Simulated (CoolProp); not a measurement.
A single-stage vapour-compression cycle with n-perfluorohexane: evaporating at 323.15 K (dew point), condensing at 382.15 K (bubble point), superheat 10 K, subcooling 8 K, compressor efficiency 0.7, no pressure losses. Each further row changes one setting.

Model: reference Helmholtz-energy equation of state, Gao 2022, in CoolProp.

```json
[
 {"case": "as stated", "cooling COP": "2.23", "pressure ratio": "5.61", "discharge temperature (K)": "382.2", "refrigerating effect (kJ/kg)": "37.5", "volumetric capacity (kJ/m³)": "380"},
 {"case": "evaporating temperature 328.15 K", "cooling COP": "___", "pressure ratio": "4.70", "discharge temperature (K)": "382.2", "refrigerating effect (kJ/kg)": "___", "volumetric capacity (kJ/m³)": "___"},
 {"case": "condensing temperature 377.15 K", "cooling COP": "2.71", "pressure ratio": "4.96", "discharge temperature (K)": "377.1", "refrigerating effect (kJ/kg)": "43.4", "volumetric capacity (kJ/m³)": "439"},
 {"case": "subcooling 13 K", "cooling COP": "2.58", "pressure ratio": "5.61", "discharge temperature (K)": "382.2", "refrigerating effect (kJ/kg)": "43.4", "volumetric capacity (kJ/m³)": "439"},
 {"case": "superheat 20 K", "cooling COP": "2.51", "pressure ratio": "5.61", "discharge temperature (K)": "382.2", "refrigerating effect (kJ/kg)": "46.4", "volumetric capacity (kJ/m³)": "___"},
 {"case": "compressor efficiency 0.6", "cooling COP": "___", "pressure ratio": "5.61", "discharge temperature (K)": "382.2", "refrigerating effect (kJ/kg)": "37.5", "volumetric capacity (kJ/m³)": "380"}
]
```

Problem. Some entries are withheld; supply them.

Solution. 
- evaporating temperature 328.15 K, cooling COP: 2.70
- evaporating temperature 328.15 K, refrigerating effect (kJ/kg): 41.7
- evaporating temperature 328.15 K, volumetric capacity (kJ/m³): 499
- superheat 20 K, volumetric capacity (kJ/m³): 453
- compressor efficiency 0.6, cooling COP: 1.91

The compression ends wet for: as stated; evaporating temperature 328.15 K; condensing temperature 377.15 K; subcooling 13 K; superheat 20 K; compressor efficiency 0.6.
